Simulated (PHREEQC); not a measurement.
A solution holds 0.037 mol/kgw Ca(NO3)2, at 25 °C. It is in equilibrium with CO2 at log p = -3.4 (atm). Otherwise closed; pH follows from the charge balance.

Equilibrium calculation in PHREEQC: ion-association model, phreeqc.dat.

No solid was allowed to form.

**Question.** Order these C species by the share of C that they hold, largest first: HCO3-, CO2, CaHCO3+.

**Answer.** CO2 (80 %), HCO3- (17 %), CaHCO3+ (3.0 %)

The pH is 5.56 and the ionic strength 0.111 mol/kgw.
